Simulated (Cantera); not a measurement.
An isothermal, constant-pressure homogeneous reactor starts with NO : N₂ = 1 : 0.6 (molar parts), at 1875 K and 13300 Pa. Integrator tolerance rtol = 1e-08.

Computed with Cantera and GRI-Mech 3.0 (53 species, 325 reactions).

Task: What does this change do: temperature 1875 to 2198 K?

Result: 
| quantity | before | after |
|---|---|---|
| x(NO) at 2.00 s | 0.521 (gas-phase equilibrium 0.00603) | 0.0187 (gas-phase equilibrium 0.0141) |
| x(O₂) at 2.00 s | 0.0519 (gas-phase equilibrium 0.309) | 0.300 (gas-phase equilibrium 0.303) |
| x(O) at 2.00 s | 0.000168 (gas-phase equilibrium 0.000369) | 0.00403 (gas-phase equilibrium 0.00405) |
| x(NO₂) at 2.00 s | 0.000207 (gas-phase equilibrium 5.75e-6) | 1.04e-5 (gas-phase equilibrium 7.86e-6) |
| x(N₂) at 2.00 s | 0.427 (gas-phase equilibrium 0.684) | 0.677 (gas-phase equilibrium 0.679) |
| x(N₂O) at 2.00 s | 0.000103 (gas-phase equilibrium 1.17e-7) | 3.11e-7 (gas-phase equilibrium 2.65e-7) |

Task: What does this change do: 0.048 parts H2O added?

Result: 
```json
[
 {"quantity": "x(NO) at 2.00 s", "before": "0.521 (gas-phase equilibrium 0.00603)", "after": "0.503 (gas-phase equilibrium 0.00585)"},
 {"quantity": "x(O₂) at 2.00 s", "before": "0.0519 (gas-phase equilibrium 0.309)", "after": "0.0513 (gas-phase equilibrium 0.300)"},
 {"quantity": "x(O) at 2.00 s", "before": "0.000168 (gas-phase equilibrium 0.000369)", "after": "0.000158 (gas-phase equilibrium 0.000363)"},
 {"quantity": "x(NO₂) at 2.00 s", "before": "0.000207 (gas-phase equilibrium 5.75e-6)", "after": "0.000193 (gas-phase equilibrium 5.50e-6)"},
 {"quantity": "x(N₂) at 2.00 s", "before": "0.427 (gas-phase equilibrium 0.684)", "after": "0.416 (gas-phase equilibrium 0.664)"},
 {"quantity": "x(N₂O) at 2.00 s", "before": "0.000103 (gas-phase equilibrium 1.17e-7)", "after": "7.38e-5 (gas-phase equilibrium 1.12e-7)"}
]
```
